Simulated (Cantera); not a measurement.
Input: 1 mol toluene, 1.6 mol CO2, 0.92 mol N2, at 0.133 bar.

Equilibrium computed with Cantera from the NASA thermochemical tables; the gas is ideal and each condensed phase is pure. Candidate condensed phases: C, C6H6, C7H8, C8H18, H2O; 136 gas species. Equilibrium is a limit: real reactors are often held back by kinetics, nucleation or transport.

At 1325 °C, list the 5 most abundant gas species with their mole fractions, and the condensed phases.

H2 0.492, CO 0.394, N2 0.113, HCN 0.000477, H 0.000102. Condensed: C(graphite).
